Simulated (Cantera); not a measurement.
Charge: 1 mol HgO, 11 mol N₂, equilibrated at 1148.15 K and 100 Torr.

Method: chemical equilibrium by Gibbs-energy minimisation in Cantera with the NASA 1993 tables (ideal gas, pure condensed phases). Candidate condensed phases: Hg, HgO; 10 gas species. Kinetics and transport are ignored.

Base state: N₂ 0.880, Hg 0.0800, O₂ 0.0400, NO 5.96e-5 (mole fractions); condensed: gas only.

Question: What changes in the equilibrium state with this change: HgO replaced by Hg?

Answer: 
```tsv
species	before	after
N₂	0.880	0.917
Hg	0.0800	0.0833
O₂	0.0400	0
NO	5.96e-5	0
```

Question: What changes in the equilibrium state with this change: temperature from 1148.15 K to 550 K?

Answer: 
| species | before | after |
|---|---|---|
| N₂ | 0.880 | 0.953 |
| Hg | 0.0800 | 0.0314 |
| O₂ | 0.0400 | 0.0157 |
| NO | 5.96e-5 | 1.17e-9 |
| HgO(s), mol | 0 | 0.637 |
